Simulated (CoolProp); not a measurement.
Values from CoolProp's reference Helmholtz-energy equation of state, Span 2000.

Problem. Give the vapour pressure (MPa), liquid density (kg/m³), vapour density (kg/m³), surface tension (mN/m) of saturated nitrogen at 83.1, 88.6, 107.6 K.

Solution. 
```tsv
T (K)	p (MPa)	liquid density (kg/m³)	vapour density (kg/m³)	surface tension (mN/m)
83.1	0.190	779	8.25	7.60
88.6	0.319	752	13.4	6.41
107.6	1.27	639	53.4	2.67
```

Surface tension comes from a separate correlation (Mulero 2012).
